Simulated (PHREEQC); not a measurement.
Solution (20 °C): 0.0025 mol H2SO4 and 0.0022 mol CaCl2 per kg of water. Closed to the air; pH follows from the charge balance.

All values are PHREEQC results (ion-association model, wateq4f.dat), not measurements.

| Item | Result |
|---|---|
| pH | 2.38 |
| ionic strength | 0.0121 mol/kgw |
| total alkalinity | -5.00 meq/kg |

```csv
species,molality,activity,log γ
H+,0.00453,0.00412,-0.042
Cl-,0.00440,0.00393,-0.049
Ca+2,0.00192,0.00125,-0.186
SO4-2,0.00176,0.00114,-0.189
HSO4-,0.000458,0.000411,-0.048
CaSO4,0.000271,0.000272,0.001
CaHSO4+,6.90e-6,6.18e-6,-0.048
```

Precipitation was switched off in this run.
